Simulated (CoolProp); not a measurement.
Aqueous calcium chloride as a coolant, 21 % by mass, freezing at -20.0 °C, 1 atm.

Model: Melinder's fits for secondary coolants, in CoolProp.

```tsv
T (°C)	conductivity (W/(m K))	viscosity (mPa s)	Prandtl number	density (kg/m³)
-12.3	0.527	4.89	27.6	1198
-8.7	0.532	4.34	24.4	1197
-5.2	?	3.89	21.7	1196
-1.7	0.542	3.50	?	1195
1.8	0.547	3.17	17.5	1195
5.4	0.552	?	15.7	?
8.9	0.557	2.62	14.3	1193
12.4	0.562	2.40	13.0	1192
16	0.568	?	11.9	1191
19.5	?	2.03	10.9	?
23	?	1.88	10.0	1189
26.6	0.583	1.75	9.25	1187
30.1	0.588	1.63	8.57	1186
33.6	0.593	1.52	7.96	1184
```

**Question.** Complete the blanks.

**Answer.** 
- -5.2, conductivity (W/(m K)): 0.537
- -1.7, Prandtl number: 19.4
- 5.4, viscosity (mPa s): 2.87
- 5.4, density (kg/m³): 1194
- 16, viscosity (mPa s): 2.20
- 19.5, conductivity (W/(m K)): 0.573
- 19.5, density (kg/m³): 1190
- 23, conductivity (W/(m K)): 0.578
